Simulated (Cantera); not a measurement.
Charge: 1 mol TiCl4, 1.2 mol C3H8, 200 mol H2, 1.4 mol CH4, at 1000 K and 0.975 Torr.

Cantera equilibrium calculation (NASA polynomials, part measured and part estimated; ideal gas, pure solids and liquids). Candidate condensed phases: C, C6H6, C7H8, C8H18, Ti, TiC, TiCl2, TiCl3, TiCl4; 96 gas species. TiC: taken at fixed stoichiometry. Kinetics and transport are ignored.

Base state: H2 0.981, HCl 0.0191, CH4 0.000119 (mole fractions); condensed: C(graphite) + TiC(s).

What changes in the equilibrium state with this change: temperature from 1000 K to 1773.15 K?


| species | before | after |
|---|---|---|
| H2 | 0.981 | 0.973 |
| HCl | 0.0191 | 0.0189 |
| H | 6.23e-8 | 0.00779 |
| C2H2 (acetylene) | 1.12e-9 | 0.000136 |
| Cl | 1.13e-9 | 0.000116 |
| CH4 | 0.000119 | 1.04e-6 |
| C(graphite), mol | 3.98 | 3.94 |
| TiC(s), mol | 1.000 | 1.000 |
